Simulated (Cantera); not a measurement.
A closed system holds: 1 mol Si, 2.1 mol HCl, 3.5 mol H2, held at 0.970 bar.

Cantera equilibrium calculation (NASA polynomials, part measured and part estimated; ideal gas, pure solids and liquids). Candidate condensed phases: Si; 19 gas species. The tables' values for SiCl3 are old estimates; treat these amounts as uncertain. Kinetics and transport are ignored. All values below are at 1450 K.

Base state: H2 0.792, HCl 0.105, SiCl2 0.0426, SiCl4 0.0252, SiCl3 0.0171, SiHCl3 0.0164, SiH2Cl2 0.00166, SiH3Cl 4.88e-5 (mole fractions); condensed: Si(s).

Question: What changes in the equilibrium state with this change: pressure from 0.970 bar to 7.40 bar?

Answer: 
```csv
species,before,after
H2,0.792,0.822
HCl,0.105,0.0697
SiHCl3,0.0164,0.0359
SiCl2,0.0426,0.0183
SiCl4,0.0252,0.0353
SiCl3,0.0171,0.0133
SiH3Cl,4.88e-5,0.000258
SiH2Cl2,0.00166,0.00564
"Si(s), mol",0.452,0.439
```
